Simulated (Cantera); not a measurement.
Input (Python, Cantera):

```python
import numpy as np
import cantera as ct

gas = ct.Solution("gri30.yaml")
gas.TPX = 1150, 101325, {'CH4': 1, 'O2': 1.67, 'N2': 11.8}
reactor = ct.IdealGasConstPressureReactor(gas, energy="on", clone=False)
net = ct.ReactorNet([reactor])
net.rtol, net.atol = 1e-08, 1e-16
show = ['CH4', 'O2', 'H', 'C2H6', 'H2', 'C2H2']
times = np.geomspace(1e-05, 0.3, 11)

steps = ct.SolutionArray(gas, extra=["t"])
rows = []
print(f"{'t/s':>10s}{'T/K':>9s}{'P/Pa':>11s}" + "".join(f"{s:>11s}" for s in show))
for t in times:
    while net.time < t:
        t_next = net.step()
        steps.append(gas.state, t=t_next)
    rows.append([np.interp(t, steps.t, y) for y in (steps.T, steps.P, *steps(*show).X.T)])
    print(f"{t:10.3e}{rows[-1][0]:9.1f}{rows[-1][1]:11.4g}" + "".join(f"{x:11.3e}" for x in rows[-1][2:]))
rate = np.gradient(steps.T, steps.t)
print("integrator steps:", len(steps.t))
if steps.T.max() > steps.T[0] + 200:
    print(f"time of steepest temperature rise: {steps.t[rate.argmax()]:.4e} s")
gas.TPX = 1150, 101325, {'CH4': 1, 'O2': 1.67, 'N2': 11.8}
gas.equilibrate("HP")
print(f"equilibrium (HP): T = {gas.T:.1f} K  " + "  ".join(f"{s} {gas[s].X[0]:.3e}" for s in show))
```

Output:

```
       t/s      T/K       P/Pa        CH4         O2          H       C2H6         H2       C2H2
 1.000e-05   1150.0  1.013e+05  6.911e-02  1.154e-01  2.515e-12  4.369e-16  7.790e-12  2.379e-26
 2.804e-05   1150.0  1.013e+05  6.911e-02  1.154e-01  2.885e-12  9.794e-15  2.643e-11  2.685e-24
 7.860e-05   1150.0  1.013e+05  6.911e-02  1.154e-01  3.953e-12  2.203e-13  9.249e-11  2.296e-22
 2.204e-04   1150.0  1.013e+05  6.911e-02  1.154e-01  7.314e-12  5.160e-12  3.959e-10  1.713e-20
 6.178e-04   1150.0  1.013e+05  6.911e-02  1.154e-01  2.008e-11  1.369e-10  2.413e-09  1.341e-18
 1.732e-03   1150.0  1.013e+05  6.911e-02  1.154e-01  8.858e-11  5.219e-09  2.375e-08  1.576e-16
 4.856e-03   1150.0  1.013e+05  6.910e-02  1.154e-01  4.062e-10  2.844e-07  3.226e-07  4.217e-14
 1.361e-02   1150.1  1.013e+05  6.908e-02  1.154e-01  7.278e-10  4.094e-06  2.314e-06  4.066e-12
 3.817e-02   1150.6  1.013e+05  6.899e-02  1.153e-01  1.659e-09  2.242e-05  1.310e-05  1.142e-10
 1.070e-01   1154.3  1.013e+05  6.829e-02  1.149e-01  1.023e-08  1.622e-04  1.405e-04  7.661e-09
 3.000e-01   2248.7  1.013e+05  1.058e-14  1.243e-04  9.394e-04  1.681e-28  1.622e-02  1.860e-18
integrator steps: 2413
time of steepest temperature rise: 1.9332e-01 s
equilibrium (HP): T = 2247.9 K  CH4 1.245e-14  O2 1.225e-04  H 9.375e-04  C2H6 2.206e-28  H2 1.627e-02  C2H2 2.070e-18
```

Model: GRI-Mech 3.0 (53 species, 325 reactions), integrated in Cantera.
